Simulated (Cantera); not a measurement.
Feed: 1 mol Si3N4, 4.6 mol N2O, 270 mol N2, held at 1727 °C and 0.520 bar.

Cantera equilibrium calculation (NASA polynomials, part measured and part estimated; ideal gas, pure solids and liquids). Candidate condensed phases: Si, SiO2, Si2N2O, Si3N4; 16 gas species. The tables hold silica as quartz up to 1696 K and as liquid above; real silica turns to tridymite and cristobalite and melts near 1996 K. Equilibrium is a limit: real reactors are often held back by kinetics, nucleation or transport.

Problem. What is the equilibrium state?

Solution. 
```json
{
  "x(N2)": "0.995",
  "x(SiO)": "0.00504",
  "n(SiO2(l))": "1.60 mol",
  "gas_amount": "278.0 mol",
  "log10 activity of Si(l) (absent)": "-4.18"
}
```
